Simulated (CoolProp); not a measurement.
Properties of oxygen along the isotherm 166.8 K (Tc = 154.6 K, pc = 5046 kPa, ω = 0.022).

Model: reference Helmholtz-energy equation of state, Schmidt 1985, in CoolProp.

```
p (kPa)          phase       Z  cp (kJ/(kg K))  expansivity (1/kK)
-------  -------------  ------  --------------  ------------------
160                gas  0.9916          0.9215               6.151
284                gas  0.9849          0.9309               6.276
505                gas  0.9730          0.9485               6.511
897                gas  0.9514          0.9828               6.968
1600               gas  0.9109           1.056               7.945
2840               gas  0.8330           1.241               10.42
5050     supercritical  0.6623           2.063               21.28
8970     supercritical  0.3586           3.949               33.38
16000    supercritical  0.4897           2.105               10.11
28400    supercritical  0.7627           1.706               5.693
50500    supercritical   1.220           1.523               3.707
```

The peak of cp marks the crossing from liquid-like to gas-like fluid above the critical point.
